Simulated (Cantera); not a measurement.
A perfectly stirred reactor is fed with H2 : O2 : N2 : H2O = 1 : 0.595 : 2.24 : 0.12 (molar parts), at 1.50 bar; it is adiabatic with a 350 K inlet, and is followed from long to short residence time, starting on the burning branch (τ in s: 0.08, 0.036, 0.016, 0.0074, 0.0033, 0.0015, 0.00068, 0.00031, 0.00014, 6.3e-05).

Cantera simulation using the H2/O2 subset of GRI-Mech 3.0, which has no nitrogen chemistry; the numbers are that mechanism's predictions, not measurements.

One state of this run: T (K) = 2200; x H2 = 0.00246; x O2 = 0.0271; x H2O = 0.318; x H2O2 = 2.35e-7; x OH = 0.00551; x HO2 = 2.84e-6. x: mole fraction; the columns are a selection and need not sum to one.

Problem. Which value of τ (s) does it belong to?
A. 0.00014
B. 0.00068
C. 0.0015
D. 0.036

Solution. D, 0.036
